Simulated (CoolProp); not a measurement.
A closed Brayton cycle with carbon dioxide: compressor inlet 313.15 K and 9.5 MPa, high pressure 32 MPa, turbine inlet 970 K, compressor efficiency 0.8, turbine efficiency 0.93, recuperator effectiveness 0.95 (on enthalpy, no pinch check). Each further row changes one setting.

The numbers come from the reference Helmholtz-energy equation of state, Span 1996 in CoolProp.

| case | thermal efficiency (%) | net work (kJ/kg) | compressor to turbine work | compressor exit (K) | turbine exit (K) |
|---|---|---|---|---|---|
| as stated | 44.2 | 153 | 0.21 | 361.2 | 804.7 |
| turbine inlet 920 K | 42.7 | 142 | 0.23 | 361.2 | 760.3 |
| compressor inlet 323.15 K | 42.5 | 134 | 0.31 | 410.3 | 804.7 |
| high pressure 27.2 MPa | 42.8 | 137 | 0.20 | 353.7 | 825.9 |
| recuperator effectiveness 0.5 | 26.2 | 153 | 0.21 | 361.2 | 804.7 |
